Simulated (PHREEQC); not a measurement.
Dissolve 1.6 mol K2CO3 per kg of water at 25 °C. Closed to the air; pH follows from the charge balance.

Equilibrium calculation in PHREEQC: Pitzer model, pitzer.dat.

Each row changes one thing in this solution. This is a speciation only: nothing precipitates in the calculation.

```tsv
case	pH	ionic strength (mol/kgw)	HCO3- (mol/kgw)	CO2 (mol/kgw)
as made	12.10	4.79	0.00776	5.11e-9
K2CO3 from 1.6 to 3.2 mol/kgw	12.63	9.59	0.00840	1.20e-9
K2CO3 replaced by KHCO3 at the same molality	7.76	1.63	1.55	0.0263
diluted 10-fold with water	11.46	0.476	0.00392	1.89e-8
temperature from 25 to 70 °C	11.37	4.78	0.0253	1.02e-7
```

Species that the database lacks are ignored. In brines, pH and single-ion activities rest on the MacInnes convention. At this temperature some constants are extrapolated from 25 °C, and those without enthalpy data are left unchanged.
